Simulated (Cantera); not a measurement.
**Equilibrium for calcination and drying: Mg(OH)₂ + H₂O + CO₂**

Feed: 1 mol Mg(OH)₂, 8.1 mol H₂O, 0.47 mol CO₂, at 880000 Pa.

These are equilibrium values from Cantera (NASA tables, ideal gas, pure condensed phases), not measurements of a reactor. Candidate condensed phases: C, C₆H₆, C₇H₈, C₈H₁₈, H₂O, Mg, MgCO₃, MgO, Mg(OH)₂; 116 gas species. Equilibrium is a limit: real reactors are often held back by kinetics, nucleation or transport.

```csv
T (K),x H₂O,x CO₂,x H₂,x O₂,x OH,x CO,n MgCO₃(s),n Mg(OH)₂(s),n MgO(s)
548,0.993,0.00716,<1e-12,<1e-12,<1e-12,<1e-12,0.409,0.591,0
698,0.951,0.0491,2.23e-11,1.12e-11,<1e-12,<1e-12,0,0,1.00
848,0.951,0.0491,3.31e-9,1.67e-9,5.86e-11,5.54e-11,0,0,1.00
998,0.951,0.0491,1.11e-7,5.64e-8,4.51e-9,3.96e-9,0,0,1.00
1148,0.951,0.0491,1.50e-6,7.68e-7,1.12e-7,9.16e-8,0,0,1.00
1298,0.951,0.0491,1.12e-5,5.77e-6,1.33e-6,1.01e-6,0,0,1.00
1448,0.951,0.0491,5.52e-5,2.86e-5,9.47e-6,6.75e-6,0,0,1.000
```
x: gas mole fraction; n: condensed amount in mol.

At 548 K the condensed part is MgCO₃(s) + Mg(OH)₂(s). From 698 K to 1448 K the condensed part is MgO(s).
